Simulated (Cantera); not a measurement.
A perfectly stirred reactor is fed with 1.86 % H₂, 98.1 % O₂, at 0.0132 atm; it is held at 1000 K, and followed from long to short residence time.

Computed with Cantera and the H2/O2 subset of GRI-Mech 3.0, which has no nitrogen chemistry. Radical loss at walls, strong at low pressure, is not modelled.

Problem. Predict: x(H₂) at τ = 1.60 s; x(O₂) at τ = 1.60 s; x(H₂O) at τ = 1.60 s; x(HO₂) at τ = 1.60 s; x(OH) at τ = 1.60 s; x(H₂) at τ = 57.0 ms; x(O₂) at τ = 57.0 ms; x(H₂O) at τ = 57.0 ms; x(HO₂) at τ = 57.0 ms; x(OH) at τ = 57.0 ms.

Solution. 
```json
{
 "x(H₂) at τ = 1.60 s": "0.000180",
 "x(O₂) at τ = 1.60 s": "0.980",
 "x(H₂O) at τ = 1.60 s": "0.0185",
 "x(HO₂) at τ = 1.60 s": "1.40e-6",
 "x(OH) at τ = 1.60 s": "0.000202",
 "x(H₂) at τ = 57.0 ms": "0.00119",
 "x(O₂) at τ = 57.0 ms": "0.976",
 "x(H₂O) at τ = 57.0 ms": "0.0168",
 "x(HO₂) at τ = 57.0 ms": "3.66e-6",
 "x(OH) at τ = 57.0 ms": "0.000736"
}
```
